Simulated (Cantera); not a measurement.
**Fe3O4 + CH4 + CO (carbothermic reduction)**

Input: 1 mol Fe3O4, 2.7 mol CH4, 0.33 mol CO, equilibrated at 2.10 bar.

Method: chemical equilibrium by Gibbs-energy minimisation in Cantera with the NASA 1993 tables (ideal gas, pure condensed phases). Candidate condensed phases: C, C6H6, C7H8, C8H18, Fe, Fe(CO)5, FeO, Fe(OH)2, Fe(OH)3, Fe2O3, Fe3O4, H2O; 114 gas species. Equilibrium is a limit: real reactors are often held back by kinetics, nucleation or transport.

```tsv
T (°C)	x H2	x CO	x H2O	x CO2	n Fe(γ)	n Fe(δ)	n Fe(l)
1300	0.514	0.331	0.126	0.0281	3.00	0	0
1350	0.513	0.333	0.128	0.0267	3.00	0	0
1400	0.512	0.334	0.129	0.0254	0	3.00	0
1450	0.511	0.335	0.130	0.0243	0	3.00	0
1500	0.510	0.336	0.131	0.0233	0	3.00	0
1550	0.509	0.337	0.132	0.0223	0	0	3.00
1600	0.508	0.338	0.133	0.0215	0	0	3.00
1650	0.507	0.339	0.133	0.0207	0	0	3.00
1700	0.506	0.339	0.134	0.0200	0	0	3.00
1750	0.505	0.340	0.135	0.0194	0	0	3.00
1800	0.504	0.340	0.135	0.0188	0	0	3.00
1850	0.503	0.341	0.136	0.0183	0	0	2.99
```
x: gas mole fraction; n: condensed amount in mol.

From 1300 °C to 1350 °C the condensed part is Fe(γ). From 1400 °C to 1500 °C the condensed part is Fe(δ). From 1550 °C to 1850 °C the condensed part is Fe(l). The main Fe-bearing gas is Fe(OH)2 at 1300 °C and Fe at 1850 °C.
